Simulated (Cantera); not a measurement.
Charge: 1 mol B2O3, 5.9 mol N2, 1.1 mol H2, equilibrated at 2073 K and 0.133 bar.

Method: chemical equilibrium by Gibbs-energy minimisation in Cantera with the NASA 1993 tables (ideal gas, pure condensed phases). Candidate condensed phases: B, BN, B2O3, B3O3H3, H2O; 39 gas species. Rates play no part.

Base state: N2 0.735, H2 0.109, B2O3 0.0893, HBO2 0.0336, HBO 0.0176, B2O2 0.00695, BO 0.00520, H 0.00238 (mole fractions); condensed: gas only.

Task: What changes in the equilibrium state with this change: temperature from 2073 K to 2248 K?

Result: 
```tsv
species	before	after
N2	0.735	0.730
H2	0.109	0.102
B2O3	0.0893	0.0828
BO	0.00520	0.0132
HBO2	0.0336	0.0379
HBO	0.0176	0.0180
OH	3.67e-6	2.43e-5
BO2	0.000101	0.000430
```

Task: What changes in the equilibrium state with this change: B2O3 replaced by borazine?

Result: 
```tsv
species	before	after
N2	0.735	0.589
H2	0.109	0.407
H	0.00238	0.00459
B2O3	0.0893	0
HBO2	0.0336	0
HBO	0.0176	0
BH2	1.60e-7	1.87e-5
B2O2	0.00695	0
BO	0.00520	0
BN(s), mol	0	3.00
```
The feed counts by its element totals alone. The tables' values for BH2 are old estimates; treat these amounts as uncertain.
